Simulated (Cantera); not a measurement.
Charge: 1 mol CH3F, 2.4 mol H2, at 0.133 bar.

Method: chemical equilibrium by Gibbs-energy minimisation in Cantera with the NASA 1993 tables (ideal gas, pure condensed phases). Candidate condensed phases: C, C6H6, C7H8, C8H18; 95 gas species. Kinetics and transport are ignored.

log p: log10 of the partial pressure in bar; n: condensed amount in mol.

```tsv
T (K)	log p H2	log p HF	log p H	log p C2H2 (acetylene)	log p C2H	n C(graphite)
2023	-0.99	-1.52	-3.22	-4.04	(withheld)	0.994
2073	-0.99	-1.52	-3.08	-3.90	(withheld)	0.992
2123	-0.99	-1.52	-2.94	-3.77	(withheld)	0.989
2173	-0.99	-1.52	-2.81	-3.65	(withheld)	0.985
2223	-1.00	-1.52	-2.69	-3.53	(withheld)	0.980
2273	-1.00	-1.52	-2.58	-3.42	(withheld)	0.975
2323	-1.00	-1.52	-2.46	-3.32	(withheld)	0.967
2373	-1.01	-1.53	-2.36	-3.22	(withheld)	0.959
2423	-1.01	-1.53	-2.26	-3.12	(withheld)	0.949
2473	-1.02	-1.53	-2.16	-3.03	(withheld)	0.936
2523	-1.03	-1.53	-2.07	-2.95	(withheld)	0.922
2573	-1.03	-1.54	-1.98	-2.87	(withheld)	0.905
```

Complete the blanks.


- 2023, log p C2H: -7.96
- 2073, log p C2H: -7.61
- 2123, log p C2H: -7.28
- 2173, log p C2H: -6.96
- 2223, log p C2H: -6.66
- 2273, log p C2H: -6.37
- 2323, log p C2H: -6.10
- 2373, log p C2H: -5.84
- 2423, log p C2H: -5.59
- 2473, log p C2H: -5.35
- 2523, log p C2H: -5.12
- 2573, log p C2H: -4.90
